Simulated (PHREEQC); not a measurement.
A solution holds 0.0054 mol/kgw Cu(BF4)2 and 0.29 mol/kgw Na2SO4, at 20 °C. Closed to the air; pH follows from the charge balance.

Computed with PHREEQC (ion-association model, phreeqc.dat).

Each row changes one thing in this solution. This is a speciation only: nothing precipitates in the calculation.

```tsv
case	pH	ionic strength (mol/kgw)
as made	3.17	0.692
Cu(BF4)2 left out	7.35	0.687
diluted 2-fold with water	3.19	(withheld)
Cu(BF4)2 replaced by KHF2 at the same molality	(withheld)	0.690
Na2SO4 left out	2.91	0.0173
Cu(BF4)2 from 0.0054 to 0.00108 mol/kgw	3.32	0.688
Na2SO4 from 0.29 to 0.145 mol/kgw	3.13	0.374
temperature from 20 to 55 °C	3.32	0.678
```

Q: Complete the blanks.

A: 
- diluted 2-fold with water, ionic strength (mol/kgw): 0.371
- Cu(BF4)2 replaced by KHF2 at the same molality, pH: 3.30

Species that the database lacks are ignored. At this temperature some constants are extrapolated from 25 °C, and those without enthalpy data are left unchanged. Real BF4- forms and hydrolyses slowly; the run takes it at equilibrium.
